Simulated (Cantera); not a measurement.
## Ammonia decomposition in nitride growth gas

An isothermal, constant-pressure homogeneous reactor starts with NH₃ : N₂ = 1 : 0.92 (molar parts), at 1598 K and 1.00 atm.

Computed with Cantera and the gas-phase N/H chemistry of the illustrative SiF4/NH3 mechanism in the Surface Chemkin manual (1991). Walls and surfaces, which speed up NH3 decomposition in real reactors, are not modelled.

```tsv
t (s)	x NH₃	x N₂H₂	x N	x N₂H₄	x N₂	x NH	x H
2.00e-5	0.521	1.47e-11	<1e-12	1.82e-11	0.479	1.39e-11	4.86e-9
0.000158	0.521	2.17e-9	<1e-12	1.43e-9	0.479	2.02e-9	4.93e-9
0.00124	0.521	1.37e-7	2.41e-11	7.25e-8	0.479	8.78e-8	1.03e-8
0.00982	0.520	3.46e-7	1.98e-10	1.76e-7	0.479	1.81e-7	6.28e-8
0.0775	0.514	3.38e-7	1.32e-9	1.67e-7	0.479	2.08e-7	4.33e-7
0.611	0.470	2.82e-7	5.24e-9	1.33e-7	0.480	2.56e-7	3.02e-6
4.82	0.281	1.03e-7	5.87e-9	5.25e-8	0.482	1.95e-7	1.50e-5
38.0	0.0642	6.09e-9	2.02e-9	3.42e-9	0.485	5.72e-8	3.19e-5
300	0.00858	1.16e-10	3.09e-10	6.62e-11	0.486	8.32e-9	3.73e-5
```
x: mole fraction; the columns are a selection and need not sum to one.

Equilibrium at this temperature and pressure: NH₃ 1.21e-5, N₂H₂ <1e-12, N <1e-12, N₂H₄ <1e-12, N₂ 0.486, NH 1.18e-11, H 3.81e-5 (gas phase only).
